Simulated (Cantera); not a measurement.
Input (Python, Cantera):

```python
import numpy as np
import cantera as ct

gas = ct.Solution("gri30.yaml")
gas.TPX = 1400, 12000, {'CH4': 1, 'CO2': 0.34, 'H2': 0.67}
reactor = ct.IdealGasConstPressureReactor(gas, energy="off", clone=False)
net = ct.ReactorNet([reactor])
net.rtol, net.atol = 1e-08, 1e-18
show = ['CH4', 'CO2', 'H2', 'C2H6', 'CH3', 'H2O2']
times = np.geomspace(0.0006, 40, 12)

steps = ct.SolutionArray(gas, extra=["t"])
rows = []
print(f"{'t/s':>10s}{'T/K':>9s}{'P/Pa':>11s}" + "".join(f"{s:>11s}" for s in show))
for t in times:
    while net.time < t:
        t_next = net.step()
        steps.append(gas.state, t=t_next)
    rows.append([np.interp(t, steps.t, y) for y in (steps.T, steps.P, *steps(*show).X.T)])
    print(f"{t:10.3e}{rows[-1][0]:9.1f}{rows[-1][1]:11.4g}" + "".join(f"{x:11.3e}" for x in rows[-1][2:]))
rate = np.gradient(steps.T, steps.t)
print("integrator steps:", len(steps.t))
if steps.T.max() > steps.T[0] + 200:
    print(f"time of steepest temperature rise: {steps.t[rate.argmax()]:.4e} s")
gas.TPX = 1400, 12000, {'CH4': 1, 'CO2': 0.34, 'H2': 0.67}
gas.equilibrate("TP")
print(f"equilibrium (TP): T = {gas.T:.1f} K  " + "  ".join(f"{s} {gas[s].X[0]:.3e}" for s in show))
```

It prints:

```
       t/s      T/K       P/Pa        CH4        CO2         H2       C2H6        CH3       H2O2
 6.000e-04   1400.0    1.2e+04  4.975e-01  1.692e-01  3.333e-01  9.107e-09  5.554e-06  1.744e-19
 1.647e-03   1400.0    1.2e+04  4.975e-01  1.692e-01  3.333e-01  1.803e-07  1.494e-05  7.309e-19
 4.521e-03   1400.0    1.2e+04  4.975e-01  1.691e-01  3.333e-01  3.017e-06  3.590e-05  2.060e-18
 1.241e-02   1400.0    1.2e+04  4.974e-01  1.691e-01  3.333e-01  2.613e-05  5.947e-05  3.811e-18
 3.406e-02   1400.0    1.2e+04  4.971e-01  1.690e-01  3.334e-01  9.023e-05  7.761e-05  5.476e-18
 9.351e-02   1400.0    1.2e+04  4.961e-01  1.685e-01  3.336e-01  1.582e-04  9.213e-05  7.476e-18
 2.567e-01   1400.0    1.2e+04  4.931e-01  1.669e-01  3.344e-01  1.698e-04  9.426e-05  8.687e-18
 7.045e-01   1400.0    1.2e+04  4.845e-01  1.624e-01  3.373e-01  1.655e-04  9.308e-05  1.200e-17
 1.934e+00   1400.0    1.2e+04  4.612e-01  1.504e-01  3.460e-01  1.526e-04  8.964e-05  2.333e-17
 5.309e+00   1400.0    1.2e+04  4.055e-01  1.211e-01  3.664e-01  1.239e-04  8.139e-05  6.807e-17
 1.457e+01   1400.0    1.2e+04  2.971e-01  6.560e-02  4.078e-01  7.609e-05  6.490e-05  2.354e-16
 4.000e+01   1400.0    1.2e+04  1.567e-01  1.733e-02  4.876e-01  2.942e-05  4.112e-05  5.238e-16
integrator steps: 810
equilibrium (TP): T = 1400.0 K  CH4 4.734e-02  CO2 4.361e-08  H2 6.591e-01  C2H6 7.558e-06  CH3 1.649e-05  H2O2 6.582e-27
```

Computed with Cantera and GRI-Mech 3.0 (53 species, 325 reactions). GRI-Mech 3.0 stops at C3 and has no aromatics, soot or wall deposition, so with more carbon than oxygen in the feed, carbon stays in small species such as C2H2 where larger ones or solid carbon would form.
